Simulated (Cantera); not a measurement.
Charge: 1 mol SiCl4, 0.032 mol HCl, 13 mol H2, equilibrated at 10.0 mbar.

These are equilibrium values from Cantera (NASA tables, ideal gas, pure condensed phases), not measurements of a reactor. Candidate condensed phases: Si; 19 gas species. The tables' values for SiCl3 are old estimates; treat these amounts as uncertain. Equilibrium is a limit: real reactors are often held back by kinetics, nucleation or transport. All values below are at 1398 K.

Base state: H2 0.805, HCl 0.128, SiCl2 0.0603, SiCl3 0.00436, SiCl4 0.00134, SiHCl3 0.000592, H 4.25e-5, SiH2Cl2 3.91e-5 (mole fractions); condensed: Si(s).

### Question
What changes in the equilibrium state with this change: H2 from 13 to 7.5 mol?

### Answer
| species | before | after |
|---|---|---|
| H2 | 0.805 | 0.700 |
| HCl | 0.128 | 0.194 |
| SiCl2 | 0.0603 | 0.0892 |
| SiCl3 | 0.00436 | 0.0104 |
| SiCl4 | 0.00134 | 0.00519 |
| SiHCl3 | 0.000592 | 0.00132 |
| SiH2Cl2 | 3.91e-5 | 5.03e-5 |
| H | 4.25e-5 | 3.96e-5 |
| Si(s), mol | 0.00217 | 0 |
